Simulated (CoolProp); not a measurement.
Properties of ammonia along the isotherm 214.3 K (Tc = 405.6 K, pc = 11360 kPa, ω = 0.256).

Values from CoolProp's reference Helmholtz-energy equation of state, Gao 2020.

```json
[
 {"p (kPa)": "2030", "phase": "liquid", "density (kg/m³)": "713.0", "cp (kJ/(kg K))": "4.363", "isothermal compressibility (1/MPa)": "0.0005703", "expansivity (1/kK)": "1.627"},
 {"p (kPa)": "4060", "phase": "liquid", "density (kg/m³)": "713.8", "cp (kJ/(kg K))": "4.359", "isothermal compressibility (1/MPa)": "0.0005646", "expansivity (1/kK)": "1.617"},
 {"p (kPa)": "6090", "phase": "liquid", "density (kg/m³)": "714.6", "cp (kJ/(kg K))": "4.354", "isothermal compressibility (1/MPa)": "0.0005591", "expansivity (1/kK)": "1.606"},
 {"p (kPa)": "8120", "phase": "liquid", "density (kg/m³)": "715.4", "cp (kJ/(kg K))": "4.350", "isothermal compressibility (1/MPa)": "0.0005537", "expansivity (1/kK)": "1.596"},
 {"p (kPa)": "10100", "phase": "liquid", "density (kg/m³)": "716.2", "cp (kJ/(kg K))": "4.346", "isothermal compressibility (1/MPa)": "0.0005485", "expansivity (1/kK)": "1.587"},
 {"p (kPa)": "12200", "phase": "liquid", "density (kg/m³)": "717.0", "cp (kJ/(kg K))": "4.342", "isothermal compressibility (1/MPa)": "0.0005432", "expansivity (1/kK)": "1.577"},
 {"p (kPa)": "14200", "phase": "liquid", "density (kg/m³)": "717.8", "cp (kJ/(kg K))": "4.338", "isothermal compressibility (1/MPa)": "0.0005382", "expansivity (1/kK)": "1.568"},
 {"p (kPa)": "16200", "phase": "liquid", "density (kg/m³)": "718.5", "cp (kJ/(kg K))": "4.334", "isothermal compressibility (1/MPa)": "0.0005334", "expansivity (1/kK)": "1.559"},
 {"p (kPa)": "18300", "phase": "liquid", "density (kg/m³)": "719.3", "cp (kJ/(kg K))": "4.330", "isothermal compressibility (1/MPa)": "0.0005284", "expansivity (1/kK)": "1.549"},
 {"p (kPa)": "20300", "phase": "liquid", "density (kg/m³)": "720.1", "cp (kJ/(kg K))": "4.326", "isothermal compressibility (1/MPa)": "0.0005238", "expansivity (1/kK)": "1.540"},
 {"p (kPa)": "22300", "phase": "liquid", "density (kg/m³)": "720.9", "cp (kJ/(kg K))": "4.323", "isothermal compressibility (1/MPa)": "0.0005192", "expansivity (1/kK)": "1.532"},
 {"p (kPa)": "24400", "phase": "liquid", "density (kg/m³)": "721.6", "cp (kJ/(kg K))": "4.319", "isothermal compressibility (1/MPa)": "0.0005146", "expansivity (1/kK)": "1.523"}
]
```
